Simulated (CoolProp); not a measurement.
c-C4F8 (RC318) at 298.15 K and 0.119 MPa flows at 0.58 m/s in a round tube of 20 mm bore and 15 µm roughness, fully developed (64/Re and Nu = 3.66 if laminar; Colebrook and Gnielinski if turbulent). Each further row changes one setting.

The numbers come from the reference Helmholtz-energy equation of state, Platzer 1990 in CoolProp. This equation is an older, rougher fit.

```
case               Reynolds number  Darcy friction factor  pressure drop (Pa/m)  heat-transfer coefficient (W/(m² K))  mass flow (kg/h)
-----------------  ---------------  ---------------------  --------------------  ------------------------------------  ----------------
as stated                    10300                 0.0318                  2.66                                  19.3              6.53
velocity 1.16 m/s            20600                 0.0273                  9.14                                  34.4              13.1
diameter 40 mm               20600                 0.0265                  1.11                                  16.7              26.1
```

Viscosity comes from a separate model (Huber 2003), an estimate that may be off by 10 % or more. Thermal conductivity comes from a separate model (Huber 2003), an estimate that may be off by 10 % or more.
